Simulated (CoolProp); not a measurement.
Ethylene along the isobar 18 MPa: fugacity coefficient from the reference equation and from simpler models built on Tc = 9.2 °C, pc = 5.042 MPa, ω = 0.087; each cubic takes its own stable root.

Computed with CoolProp (reference Helmholtz-energy equation of state, Smukala 2000).

| T (°C) | phase | reference | van der Waals | Redlich-Kwong | Peng-Robinson |
|---|---|---|---|---|---|
| -120.55 | liquid | 0.003548 | 0.03295 | 0.003432 | 0.003489 |
| -104.75 | liquid | 0.009583 | 0.05386 | 0.009957 | 0.009267 |
| -88.95 | liquid | 0.02117 | 0.08065 | 0.02282 | 0.02032 |
| -73.05 | liquid | 0.04039 | 0.1131 | 0.04419 | 0.03868 |
| -57.25 | liquid | 0.06836 | 0.1503 | 0.07495 | 0.06551 |
| -41.45 | liquid | 0.1057 | 0.1913 | 0.1152 | 0.1015 |
| -25.55 | liquid | 0.1524 | 0.2358 | 0.1644 | 0.1467 |
| -9.75 | liquid | 0.2066 | 0.2821 | 0.2201 | 0.1995 |
| 6.05 | liquid | 0.2670 | 0.3296 | 0.2806 | 0.2582 |
| 21.85 | supercritical | 0.3312 | 0.3775 | 0.3433 | 0.3206 |
| 37.75 | supercritical | 0.3974 | 0.4253 | 0.4066 | 0.3846 |
| 53.55 | supercritical | 0.4622 | 0.4717 | 0.4675 | 0.4470 |
| 69.35 | supercritical | 0.5239 | 0.5164 | 0.5250 | 0.5063 |
| 85.25 | supercritical | 0.5813 | 0.5592 | 0.5782 | 0.5615 |
| 101.05 | supercritical | 0.6328 | 0.5990 | 0.6261 | 0.6113 |
